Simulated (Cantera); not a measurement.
Input: 1 mol Si, 1.4 mol F2, 51 mol N2, equilibrated at 10.0 mbar.

Cantera equilibrium calculation (NASA polynomials, part measured and part estimated; ideal gas, pure solids and liquids). Candidate condensed phases: Si, Si3N4; 16 gas species. N2 is the only nitrogen source here; it is nearly inert below about 1500 K, so the nitride shown seldom forms there in practice. The tables' values for SiF3 are old estimates; treat these amounts as uncertain. Rates play no part. All values below are at 1275 K.

Base state: N2 0.986, SiF4 0.0133, SiF3 0.000330 (mole fractions); condensed: Si3N4(s).

**Question.** What changes in the equilibrium state with this change: F2 from 1.4 to 6.3 mol?

**Answer.** 
```tsv
species	before	after
N2	0.986	0.842
F	<1e-9	0.141
SiF4	0.0133	0.0165
SiF3	0.000330	<1e-9
F2	<1e-9	0.000284
Si3N4(s), mol	0.0985	0
```
